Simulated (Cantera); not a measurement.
Feed: 1 mol Si3N4, 59 mol HCl, 3.6 mol O2, at 13.3 mbar.

Method: chemical equilibrium by Gibbs-energy minimisation in Cantera with the NASA 1993 tables (ideal gas, pure condensed phases). Candidate condensed phases: H2O, NH4Cl, Si, SiO2, Si2N2O, Si3N4; 47 gas species. The tables hold silica as quartz up to 1696 K and as liquid above; real silica turns to tridymite and cristobalite and melts near 1996 K. The numbers say what is thermodynamically allowed, not how fast it happens.

x: gas mole fraction; n: condensed amount in mol.

```csv
T (°C),x HCl,x Cl,x N2,x H2O,x Cl2,n SiO2(α-quartz),n SiO2(β-quartz)
477,0.928,3.29e-6,0.0328,0.0197,0.0197,3.00,0
552,0.928,1.99e-5,0.0328,0.0197,0.0196,3.00,0
627,0.928,8.96e-5,0.0328,0.0196,0.0196,0,3.00
702,0.928,0.000319,0.0328,0.0195,0.0193,0,3.00
777,0.928,0.000939,0.0328,0.0192,0.0187,0,3.00
852,0.928,0.00235,0.0327,0.0187,0.0175,0,3.00
927,0.928,0.00510,0.0327,0.0181,0.0155,0,3.00
1002,0.926,0.00967,0.0326,0.0176,0.0128,0,3.00
1077,0.924,(withheld),0.0325,0.0175,(withheld),0,3.00
1152,0.919,(withheld),0.0324,0.0178,(withheld),0,3.00
1227,0.915,0.0299,0.0323,0.0184,0.00349,0,3.00
1302,0.912,0.0344,0.0322,0.0189,0.00177,0,3.00
1377,0.910,0.0370,0.0322,0.0191,0.000852,0,3.00
```

**Question.** What belongs in the gaps?

**Answer.** 
- 1077, x Cl: 0.0161
- 1077, x Cl2: 0.00946
- 1152, x Cl: 0.0234
- 1152, x Cl2: 0.00616
